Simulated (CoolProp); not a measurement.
A simple Rankine cycle with R134a: condensing at 310.15 K, boiler at 2.79 MPa, turbine inlet 454 K, turbine efficiency 0.9, pump efficiency 0.7, no recuperator. Each further row changes one setting.

Model: reference Helmholtz-energy equation of state, Tillner-Roth 1994, in CoolProp.

| case | thermal efficiency (%) | net work (kJ/kg) | heat in (kJ/kg) | turbine exit temperature (K) | volume ratio over the turbine |
|---|---|---|---|---|---|
| as stated | ___ | 29.2 | 304 | 413.9 | 2.92 |
| condensing temperature 302.15 K | 11.2 | 35.4 | 316 | ___ | 3.62 |
| boiler pressure 1.95 MPa | 6.7 | ___ | ___ | 428.1 | ___ |
| turbine efficiency 0.8 | 8.4 | ___ | 304 | 417.2 | ___ |

### Question
Complete the blanks.

### Answer

- as stated, thermal efficiency (%): 9.6
- condensing temperature 302.15 K, turbine exit temperature (K): 406.5
- boiler pressure 1.95 MPa, net work (kJ/kg): 20.8
- boiler pressure 1.95 MPa, heat in (kJ/kg): 311
- boiler pressure 1.95 MPa, volume ratio over the turbine: 2.04
- turbine efficiency 0.8, net work (kJ/kg): 25.7
- turbine efficiency 0.8, volume ratio over the turbine: 2.95
